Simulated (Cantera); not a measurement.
A freely propagating, adiabatic, planar premixed flame of 3.52 % CH4, 1.34 % C2H6, 1.48 % C3H8, 19.7 % O2, 73.9 % N2, equivalence ratio 0.97, unburnt at 625 K and 500000 Pa; mixture-averaged transport, grid criteria slope 0.08 and curve 0.16, no radiation.

Computed with Cantera and GRI-Mech 3.0 (53 species, 325 reactions). GRI-Mech 3.0 was tuned for natural gas; its chemistry of propane as a main component is partial and can be far from experiment. Burning velocities carry a grid error of a few per cent, more on coarse grids.

Q: Predict: laminar burning velocity; thermal thickness; peak x(C2H2); peak x(H2).

A: 
```json
{
  "laminar_burning_velocity": "100 cm/s",
  "thermal_thickness": "0.0796 mm",
  "peak x(C2H2)": "0.000813",
  "peak x(H2)": "0.0163"
}
```
